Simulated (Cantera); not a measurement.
Mixture: CH4 : H2 : O2 : N2 = 1 : 0.11 : 1.87 : 7.02 (molar parts), equivalence ratio 1.1, at 9.87 atm, adiabatic and at constant pressure. Ignition delay is the time to a rise of 400 K.

Computed with Cantera and GRI-Mech 3.0 (53 species, 325 reactions).

**Question.** What does this change do: 0.15 parts C2H6 added?

**Answer.** 
| quantity | before | after |
|---|---|---|
| delay at 1225 K | 1.20 ms | 0.434 ms |
| delay at 1375 K | 0.336 ms | 98.6 µs |
| delay at 1525 K | 96.8 µs | 31.2 µs |
| delay at 1675 K | 30.6 µs | 11.2 µs |
| delay at 1825 K | 11.2 µs | 4.66 µs |
| apparent activation energy between 1675 and 1825 K | 170 kJ/mol | 150 kJ/mol |

**Question.** What does this change do: pressure from 9.87 atm to 4.93 atm?

**Answer.** 
```json
[
 {"quantity": "delay at 1225 K", "before": "1.20 ms", "after": "2.62 ms"},
 {"quantity": "delay at 1375 K", "before": "0.336 ms", "after": "0.653 ms"},
 {"quantity": "delay at 1525 K", "before": "96.8 µs", "after": "0.172 ms"},
 {"quantity": "delay at 1675 K", "before": "30.6 µs", "after": "53.0 µs"},
 {"quantity": "delay at 1825 K", "before": "11.2 µs", "after": "19.7 µs"},
 {"quantity": "apparent activation energy between 1675 and 1825 K", "before": "170 kJ/mol", "after": "170 kJ/mol"}
]
```

**Question.** What does this change do: 0.48 parts H2O added?

**Answer.** 
```tsv
quantity	before	after
delay at 1225 K	1.20 ms	1.18 ms
delay at 1375 K	0.336 ms	0.348 ms
delay at 1525 K	96.8 µs	0.104 ms
delay at 1675 K	30.6 µs	32.7 µs
delay at 1825 K	11.2 µs	11.6 µs
apparent activation energy between 1675 and 1825 K	170 kJ/mol	180 kJ/mol
```
